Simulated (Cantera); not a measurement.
Cantera run:

```python
import numpy as np
import cantera as ct

gas_names = """
    H HO2 H2 H2O H2O2 O OH O2 O3 V VO VO2
""".split()
cond_names = """
    H2O(s) H2O(L) V(cr) V(L) VO(s) VO(L) V2O3(s) V2O3(L) V2O4(I) V2O4(II) V2O4(L) V2O5(s) V2O5(L)
""".split()


def load(file, names, dense=False):
    # The tables refer to 1 bar. Condensed volumes are neglected.
    table = {s.name: s for s in ct.Species.list_from_file(file)}
    out = []
    for n in names:
        d = dict(table[n].input_data)
        d["thermo"] = dict(d["thermo"], **{"reference-pressure": 1e5})
        if dense:
            d["equation-of-state"] = {"model": "constant-volume", "density": "1e6 g/cm^3"}
        out.append(ct.Species.from_dict(d))
    return out


gas = ct.Solution(thermo="ideal-gas", species=load("nasa_gas.yaml", gas_names))
cond = {s.name: ct.Solution(thermo="fixed-stoichiometry", species=[s], name=s.name)
        for s in load("nasa_condensed.yaml", cond_names, dense=True)}
atoms = {
    'V2O3': {'V': 2, 'O': 3},
    'H2': {'H': 2},
    'H2O': {'H': 2, 'O': 1},
}
top_T = {}  # K; cautious upper limits of use, not melting points


def equilibrate(T, P, feed):
    n = {}
    for name, mol in feed.items():
        for a, k in atoms[name].items():
            n[a] = n.get(a, 0.0) + k * mol
    gas.TPX = T, P, n
    mass = sum(n.values()) * gas.mean_molecular_weight
    gas.equilibrate("TP")
    valid = [c for c in cond.values() if c.min_temp <= T <= top_T.get(c.name, c.max_temp)]
    mix = ct.Mixture([(gas, mass / gas.mean_molecular_weight)] + [(c, 0.0) for c in valid])
    mix.T, mix.P = T, P
    mix.equilibrate("TP", solver="vcs", rtol=1e-11, max_steps=5000)
    return mix


results = []
feed = {'V2O3': 1, 'H2': 50, 'H2O': 0.14}  # mol
P = 13332.2  # Pa
for T in [900, 1000, 1100, 1200, 1300, 1400, 1500, 1600, 1700, 1800, 1900, 2000, 2100, 2200]:
    mix = equilibrate(T, P, feed)
    results.append((T, P, feed, dict(zip(mix.species_names, mix.species_moles))))
    x = sorted(zip(gas.X, gas.species_names), reverse=True)
    print(f"T = {T:g} K  P = {P:g} Pa  gas = {mix.phase_moles(0):.4g} mol")
    print("   x: " + "  ".join(f"{s} {v:.3e}" for v, s in x if v > 0.0001))
    print("   condensed (mol): " + ("  ".join(f"{mix.phase(i).name} {mix.phase_moles(i):.4g}"
          for i in range(1, mix.n_phases) if mix.phase_moles(i) > 1e-12) or "none"))
```

Result:

```
T = 900 K  P = 13332.2 Pa  gas = 50.14 mol
   x: H2 9.972e-01  H2O 2.792e-03
   condensed (mol): V2O3(s) 1
T = 1000 K  P = 13332.2 Pa  gas = 50.14 mol
   x: H2 9.972e-01  H2O 2.792e-03
   condensed (mol): V2O3(s) 1
T = 1100 K  P = 13332.2 Pa  gas = 50.14 mol
   x: H2 9.972e-01  H2O 2.792e-03
   condensed (mol): V2O3(s) 1
T = 1200 K  P = 13332.2 Pa  gas = 50.14 mol
   x: H2 9.972e-01  H2O 2.792e-03
   condensed (mol): V2O3(s) 1
T = 1300 K  P = 13332.2 Pa  gas = 50.14 mol
   x: H2 9.972e-01  H2O 2.792e-03
   condensed (mol): V2O3(s) 1
T = 1400 K  P = 13332.2 Pa  gas = 50.14 mol
   x: H2 9.972e-01  H2O 2.792e-03
   condensed (mol): V2O3(s) 1
T = 1500 K  P = 13332.2 Pa  gas = 50.14 mol
   x: H2 9.963e-01  H2O 3.637e-03
   condensed (mol): VO(s) 0.0847  V2O3(s) 0.9576
T = 1600 K  P = 13332.2 Pa  gas = 50.14 mol
   x: H2 9.937e-01  H2O 6.107e-03  H 1.484e-04
   condensed (mol): VO(s) 0.3325  V2O3(s) 0.8338
T = 1700 K  P = 13332.2 Pa  gas = 50.15 mol
   x: H2 9.900e-01  H2O 9.630e-03  H 4.015e-04
   condensed (mol): VO(s) 0.686  V2O3(s) 0.657
T = 1800 K  P = 13332.2 Pa  gas = 50.16 mol
   x: H2 9.846e-01  H2O 1.440e-02  H 9.730e-04
   condensed (mol): VO(s) 1.165  V2O3(s) 0.4172
T = 1900 K  P = 13332.2 Pa  gas = 50.2 mol
   x: H2 9.772e-01  H2O 2.059e-02  H 2.148e-03
   condensed (mol): VO(s) 1.788  V2O3(s) 0.1053
T = 2000 K  P = 13332.2 Pa  gas = 50.26 mol
   x: H2 9.729e-01  H2O 2.260e-02  H 4.393e-03
   condensed (mol): VO(s) 1.995
T = 2100 K  P = 13332.2 Pa  gas = 50.37 mol
   x: H2 9.689e-01  H2O 2.238e-02  H 8.399e-03  VO2 2.361e-04
   condensed (mol): VO(L) 1.985
T = 2200 K  P = 13332.2 Pa  gas = 50.56 mol
   x: H2 9.621e-01  H2O 2.193e-02  H 1.513e-02  VO2 5.783e-04  VO 1.956e-04
   condensed (mol): VO(L) 1.96
```

Method: chemical equilibrium by Gibbs-energy minimisation in Cantera with the NASA 1993 tables (ideal gas, pure condensed phases). Mutual solubility and eutectic melting of coexisting phases are not modelled. VO: taken at fixed stoichiometry. Condensed phases not in the tables: the oxides between V2O3 and V2O5 other than VO2.
